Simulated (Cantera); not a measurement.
Input (Python, Cantera):

```python
import numpy as np
import cantera as ct

gas = ct.Solution("gri30.yaml")
gas.TPX = 725, 720000, {'C3H8': 1, 'O2': 7.25, 'N2': 56.5}
inlet = ct.Reservoir(gas, clone=True)
gas.equilibrate("HP")  # start burning
reactor = ct.IdealGasConstPressureReactor(gas, energy="on", clone=False)
exhaust = ct.Reservoir(gas, clone=True)
tau = [0.16, 0.084, 0.045, 0.024, 0.013, 0.0069, 0.0037, 0.002, 0.0011, 0.00057, 0.0003, 0.00016, 8.7e-05][0]
for a, b in ((inlet, reactor), (reactor, exhaust)):
    ct.MassFlowController(a, b, mdot=lambda t: reactor.mass / tau)
net = ct.ReactorNet([reactor])
show = ['C3H8', 'O2', 'H2O', 'C2H6', 'OH', 'H', 'H2']

rows = []
print(f"{'tau/s':>10s}{'T/K':>9s}" + "".join(f"{s:>11s}" for s in show))
for tau in [0.16, 0.084, 0.045, 0.024, 0.013, 0.0069, 0.0037, 0.002, 0.0011, 0.00057, 0.0003, 0.00016, 8.7e-05]:
    net.initial_time = 0.0
    net.advance(30 * tau)
    before = gas.X
    net.advance(40 * tau)
    drift = np.max(np.abs(gas.X - before) / (gas.X + 1e-9))
    rows.append([gas.T, *gas[show].X, drift])
    print(f"{tau:10.3e}{gas.T:9.1f}" + "".join(f"{x:11.3e}" for x in gas[show].X))
```

It prints:

```
     tau/s      T/K       C3H8         O2        H2O       C2H6         OH          H         H2
 1.600e-01   1608.5  6.454e-07  3.425e-02  6.073e-02  5.562e-10  1.470e-04  5.839e-07  9.934e-06
 8.400e-02   1607.8  1.047e-06  3.429e-02  6.070e-02  9.701e-10  1.749e-04  1.043e-06  1.498e-05
 4.500e-02   1606.7  1.656e-06  3.434e-02  6.067e-02  1.703e-09  2.072e-04  1.845e-06  2.246e-05
 2.400e-02   1605.0  2.606e-06  3.442e-02  6.061e-02  3.068e-09  2.455e-04  3.290e-06  3.399e-05
 1.300e-02   1602.6  4.027e-06  3.454e-02  6.054e-02  5.557e-09  2.887e-04  5.785e-06  5.118e-05
 6.900e-03   1598.7  6.282e-06  3.475e-02  6.044e-02  1.051e-08  3.389e-04  1.032e-05  7.847e-05
 3.700e-03   1593.0  9.726e-06  3.508e-02  6.030e-02  2.033e-08  3.921e-04  1.806e-05  1.200e-04
 2.000e-03   1584.1  1.510e-05  3.561e-02  6.010e-02  4.125e-08  4.435e-04  3.076e-05  1.836e-04
 1.100e-03   1570.3  2.380e-05  3.646e-02  5.980e-02  9.058e-08  4.819e-04  4.993e-05  2.809e-04
 5.700e-04   1542.6  4.338e-05  3.826e-02  5.922e-02  2.818e-07  4.754e-04  7.838e-05  4.715e-04
 3.000e-04    725.0  1.544e-02  1.120e-01  2.645e-15 -3.981e-18  2.763e-18  3.313e-21 -5.551e-17
 1.600e-04    725.0  1.544e-02  1.120e-01  7.876e-16  1.411e-20  1.147e-18  1.389e-21  9.161e-20
 8.700e-05    725.0  1.544e-02  1.120e-01  1.682e-16  1.134e-21  4.475e-19  5.585e-22  2.016e-20
```

Detailed kinetics in Cantera: GRI-Mech 3.0 (53 species, 325 reactions). GRI-Mech 3.0 was tuned for natural gas; its chemistry of propane as a main component is partial and can be far from experiment.
